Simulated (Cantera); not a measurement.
A freely propagating, adiabatic, planar premixed flame of H2 : O2 : N2 = 1 : 0.192 : 0.723 (molar parts), unburnt at 350 K and 1.68 atm; mixture-averaged transport, grid criteria slope 0.08 and curve 0.16, no radiation.

Model: the H2/O2 subset of GRI-Mech 3.0, which has no nitrogen chemistry, integrated in Cantera. Burning velocities carry a grid error of a few per cent, more on coarse grids.

Problem. How do the results move with these cheaper or finer settings: unity-Lewis-number transport; multicomponent transport; multicomponent+Soret transport; grid criteria slope 0.5, curve 1; grid criteria slope 0.25, curve 0.5; grid criteria slope 0.03, curve 0.06?

Solution. 
| setting | laminar burning velocity | thermal thickness | peak x(HO2) | peak x(H2O2) | grid points |
|---|---|---|---|---|---|
| as above | 329 cm/s | 0.191 mm | 0.000546 | 7.67e-5 | 118 |
| unity-Lewis-number transport | 198 cm/s | 0.206 mm | 0.000359 | 3.21e-5 | 118 |
| multicomponent transport | 322 cm/s | 0.194 mm | 0.000539 | 7.43e-5 | 119 |
| multicomponent+Soret transport | 314 cm/s | 0.185 mm | 0.000558 | 8.12e-5 | 120 |
| grid criteria slope 0.5, curve 1 | 352 cm/s | 0.249 mm | 0.000527 | 6.46e-5 | 42 |
| grid criteria slope 0.25, curve 0.5 | 329 cm/s | 0.208 mm | 0.000529 | 7.06e-5 | 56 |
| grid criteria slope 0.03, curve 0.06 | 327 cm/s | 0.187 mm | 0.000552 | 7.80e-5 | 268 |
Unity Lewis numbers drop preferential diffusion, which matters most where H2 and H carry the flame; Soret adds thermal diffusion.
